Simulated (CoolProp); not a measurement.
Saturation properties of acetone.

Values from CoolProp's reference Helmholtz-energy equation of state, Lemmon 2006. It is a short technical equation, of lower accuracy than the large ones.

| T (K) | p (MPa) | enthalpy of vaporisation (kJ/kg) | vapour Z |
|---|---|---|---|
| 321.7 | 0.07779 | 509.6 | 0.9556 |
| 328.2 | 0.09782 | 502.6 | 0.9491 |
| 334.7 | [?] | 495.3 | 0.9419 |
| 341.2 | 0.1501 | 487.9 | 0.9342 |
| 347.7 | 0.1834 | 480.4 | 0.9257 |
| 354.3 | 0.2228 | [?] | 0.9165 |
| 360.8 | 0.2678 | 464.5 | 0.9066 |
| 367.3 | 0.3195 | 456.3 | [?] |
| 373.8 | 0.3786 | 447.9 | 0.8848 |
| 380.3 | 0.4457 | 439.1 | 0.8727 |
| 386.8 | 0.5216 | 430.1 | 0.8598 |
| 393.3 | 0.6069 | 420.8 | 0.8460 |
| 399.8 | 0.7025 | 411.0 | 0.8314 |
| 406.4 | [?] | 400.8 | 0.8155 |

Problem. What belongs in the gaps?

Solution. 
- 334.7, p (MPa): 0.1218
- 354.3, enthalpy of vaporisation (kJ/kg): 472.5
- 367.3, vapour Z: 0.8961
- 406.4, p (MPa): 0.8108

It boils at 329.2 K under 1 atm.
